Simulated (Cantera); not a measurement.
Charge: 1 mol CO2, 2.2 mol H2O, held at 1248.15 K and 190 Pa.

Equilibrium computed with Cantera from the NASA thermochemical tables; the gas is ideal and each condensed phase is pure. Candidate condensed phases: C, C6H6, C7H8, C8H18, H2O; 110 gas species. The numbers say what is thermodynamically allowed, not how fast it happens.

Base state: H2O 0.687, CO2 0.312, H2 6.95e-5, O2 5.71e-5, CO 4.92e-5 (mole fractions); condensed: gas only.

Q: What changes in the equilibrium state with this change: temperature from 1248.15 K to 3500 K?

A: 
```csv
species,before,after
H,8.95e-8,0.509
O,1.16e-8,0.370
CO,4.92e-5,0.117
H2O,0.687,1.06e-5
CO2,0.312,0.000106
OH,9.05e-6,0.00176
H2,6.95e-5,0.00141
O2,5.71e-5,0.00107
```
